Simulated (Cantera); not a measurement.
Input (Python, Cantera) and output of one run.

```python
import numpy as np
import cantera as ct

gas_names = """
    C CH CH2 CH3 CH2OH CH3O CH4 CH3OH CO CO2 COOH C2 C2H CHCO,ketyl C2H2,acetylene C2H2,vinylidene
    CH2CO,ketene C2H3,vinyl CH3CO,acetyl C2H4 C2H4O,ethylen CH3CHO,ethanal CH3COOH (HCOOH)2 C2H5 C2H6
    CH3OCH3 C2H5OH C2O C3 C3H3,propargyl C3H4,allene C3H4,propyne C3H4,cyclo- C3H5,allyl C3H6,propylene
    C3H6,cyclo- C3H6O C3H7,n-propyl C3H7,i-propyl C3H8 C3H8O,1propanol C3H8O,2propanol C3O2 C4 C4H2
    C4H4,1,3-cyclo- C4H6,butadiene C4H6,2-butyne C4H6,cyclo- C4H8,1-butene C4H8,cis2-buten
    C4H8,tr2-butene C4H8,isobutene C4H8,cyclo- (CH3COOH)2 C4H9,n-butyl C4H9,i-butyl C4H9,s-butyl
    C4H9,t-butyl C4H10,isobutane C4H10,n-butane C5 C5H6,1,3cyclo- C5H8,cyclo- C5H10,1-pentene
    C5H10,cyclo- C5H11,pentyl C5H11,t-pentyl C5H12,n-pentane C5H12,i-pentane CH3C(CH3)2CH3 C6H2
    C6H5,phenyl C6H5O,phenoxy C6H6 C6H5OH,phenol C6H10,cyclo- C6H12,1-hexene C6H12,cyclo- C6H13,n-hexyl
    C7H7,benzyl C7H8 C7H8O,cresol C7H14,1-heptene C7H15,n-heptyl C7H16,n-heptane C8H8,styrene
    C8H10,ethylbenz C8H16,1-octene C8H17,n-octyl C8H18,isooctane C8H18,n-octane C9H19,n-nonyl
    C10H8,naphthale C10H21,n-decyl C12H9,o-bipheny C12H10,bipheny H HCO HO2 H2 HCHO,formaldehy HCOOH H2O
    H2O2 Mg MgH MgO MgOH MgO2H2 Mg2 O OH O2 O3
""".split()
cond_names = """
    C(gr) C6H6(L) C7H8(L) C8H18(L),n-octa H2O(s) H2O(L) Mg(cr) Mg(L) MgCO3(s) MgO(s) MgO(L) MgO2H2(s)
""".split()


def load(file, names, dense=False):
    # The tables refer to 1 bar. Condensed volumes are neglected.
    table = {s.name: s for s in ct.Species.list_from_file(file)}
    out = []
    for n in names:
        d = dict(table[n].input_data)
        d["thermo"] = dict(d["thermo"], **{"reference-pressure": 1e5})
        if dense:
            d["equation-of-state"] = {"model": "constant-volume", "density": "1e6 g/cm^3"}
        out.append(ct.Species.from_dict(d))
    return out


gas = ct.Solution(thermo="ideal-gas", species=load("nasa_gas.yaml", gas_names))
cond = {s.name: ct.Solution(thermo="fixed-stoichiometry", species=[s], name=s.name)
        for s in load("nasa_condensed.yaml", cond_names, dense=True)}
atoms = {
    'MgCO3': {'Mg': 1, 'C': 1, 'O': 3},
    'H2': {'H': 2},
}
top_T = {'C(gr)': 4500}  # K; cautious upper limits of use, not melting points


def equilibrate(T, P, feed):
    n = {}
    for name, mol in feed.items():
        for a, k in atoms[name].items():
            n[a] = n.get(a, 0.0) + k * mol
    gas.TPX = T, P, n
    mass = sum(n.values()) * gas.mean_molecular_weight
    gas.equilibrate("TP")
    valid = [c for c in cond.values() if c.min_temp <= T <= top_T.get(c.name, c.max_temp)]
    mix = ct.Mixture([(gas, mass / gas.mean_molecular_weight)] + [(c, 0.0) for c in valid])
    mix.T, mix.P = T, P
    mix.equilibrate("TP", solver="vcs", rtol=1e-11, max_steps=5000)
    return mix


results = []
feed = {'MgCO3': 1, 'H2': 9.1}  # mol
T = 723.15  # K
for P in [10, 100, 1000, 10000, 100000, 1000000]:
    mix = equilibrate(T, P, feed)
    results.append((T, P, feed, dict(zip(mix.species_names, mix.species_moles))))

top = {s: max(r[3][s] / sum(r[3][g] for g in gas_names) for r in results) for s in gas_names}
cols = sorted((s for s in top if top[s] > 0.001), key=lambda s: -top[s])[:5]
seen = [c for c in cond_names if any(r[3].get(c, 0) > 1e-12 for r in results)]
print("log10 of partial pressures in bar; condensed amounts in mol")
print(f"{'P/Pa':>10s}" + "".join(f"{s[:9]:>10s}" for s in cols + seen))
for T, P, feed, n in results:
    ng = sum(n[g] for g in gas_names)
    print(f"{P:10.4g}" + "".join(f"{np.log10(max(n[s] / ng * P / 1e5, 1e-99)):10.3f}" for s in cols)
          + "".join(f"{n.get(c, 0):10.4g}" for c in seen))
```

It prints:

```
log10 of partial pressures in bar; condensed amounts in mol
      P/Pa        H2       H2O       CH4        CO       CO2    MgO(s)
        10    -4.077    -5.201    -9.196    -5.201    -5.442         1
       100    -3.077    -4.197    -6.205    -4.205    -4.441         1
      1000    -2.095    -3.034    -3.596    -3.379    -3.434         1
     1e+04    -1.169    -1.691    -2.005    -3.224    -2.862         1
     1e+05    -0.200    -0.609    -0.910    -3.954    -3.479         1
     1e+06     0.799     0.393     0.091    -4.948    -4.471         1
```

Method: chemical equilibrium by Gibbs-energy minimisation in Cantera with the NASA 1993 tables (ideal gas, pure condensed phases).
